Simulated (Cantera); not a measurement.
Source: NASA polynomial tables (part measured, part estimated), evaluated in Cantera. Values are per mole of reaction as written; species without (g) are pure solids or liquids, kept so even where they would boil at 1 bar.

### Question
Between 423 and 573 K, where is each reaction favourable under standard conditions?
- AlCl₃ = AlCl(g) + Cl₂(g)

### Answer
- AlCl₃ = AlCl(g) + Cl₂(g): ΔG° is 510 kJ at 423 K and 469 kJ at 573 K; it stays positive (K < 1). ΔH° is 608 kJ and ΔS° 243 J/K at 573 K.
